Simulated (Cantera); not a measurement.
A closed system holds: 1 mol Cr, 0.019 mol H₂O, 23 mol N₂, equilibrated at 0.100 bar.

Method: chemical equilibrium by Gibbs-energy minimisation in Cantera with the NASA 1993 tables (ideal gas, pure condensed phases). Candidate condensed phases: Cr, CrN, Cr₂N, Cr₂O₃, H₂O; 29 gas species. Mutual solubility and eutectic melting of coexisting phases are not modelled. The numbers say what is thermodynamically allowed, not how fast it happens.

Task: What share of the Cr ends up in condensed phases as a function of T (K), at 1523, 1673, 1823, 1973, 2123, 2273, 2423?

Result: 
```tsv
T (K)	Cr condensed (%)	as
1523	100.0	Cr₂N(s) + Cr₂O₃(s)
1673	99.7	Cr(s) + Cr₂O₃(s)
1823	97.0	Cr(s) + Cr₂O₃(s)
1973	80.3	Cr(s) + Cr₂O₃(s)
2123	0.0	Cr₂O₃(s)
2273	0.0	-
2423	0.0	-
```
